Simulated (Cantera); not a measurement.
Input: 1 mol SiC, 0.015 mol N2O, 3 mol N2, equilibrated at 1898.15 K and 750 Torr.

Equilibrium computed with Cantera from the NASA thermochemical tables; the gas is ideal and each condensed phase is pure. Candidate condensed phases: C, Si, SiC, SiO2, Si2N2O, Si3N4; 34 gas species. Mutual solubility and eutectic melting of coexisting phases are not modelled. The numbers say what is thermodynamically allowed, not how fast it happens.

Base state: N2 0.995, CO 0.00462, SiO 0.000341 (mole fractions); condensed: SiC(s) + Si3N4(s).

### Question
What changes in the equilibrium state with this change: temperature from 1898.15 K to 1675 K?

### Answer
```json
[
 {"species": "N2", "before": "0.995", "after": "0.999"},
 {"species": "CO", "before": "0.00462", "after": "0.00136"},
 {"species": "SiO", "before": "0.000341", "after": "3.90e-6"},
 {"species": "SiC(s), mol", "before": "0.986", "after": "0"},
 {"species": "Si3N4(s), mol", "before": "0.00431", "after": "0.325"},
 {"species": "C(graphite), mol", "before": "0", "after": "0.997"},
 {"species": "Si2N2O(s), mol", "before": "0", "after": "0.0118"}
]
```

### Question
What changes in the equilibrium state with this change: pressure from 750 Torr to 0.195 Torr?

### Answer
```
species          before     after
-------------  --------  --------
N2                0.995     0.991
CO              0.00462   0.00471
Si              1.45e-6   0.00440
SiO            0.000341  0.000217
SiC2            3.56e-9   1.73e-5
Si2C            2.51e-8   7.65e-5
SiN             4.86e-7   2.38e-5
SiC(s), mol       0.986     0.985
Si3N4(s), mol   0.00431         0
```
The tables' values for SiN are old estimates; treat these amounts as uncertain.

### Question
What changes in the equilibrium state with this change: SiC replaced by Si3N4?

### Answer
```json
[
 {"species": "N2", "before": "0.995", "after": "1.000"},
 {"species": "SiO", "before": "0.000341", "after": "0.000486"},
 {"species": "CO", "before": "0.00462", "after": "0"},
 {"species": "SiC(s), mol", "before": "0.986", "after": "0"},
 {"species": "Si3N4(s), mol", "before": "0.00431", "after": "0.990"},
 {"species": "Si2N2O(s), mol", "before": "0", "after": "0.0135"}
]
```
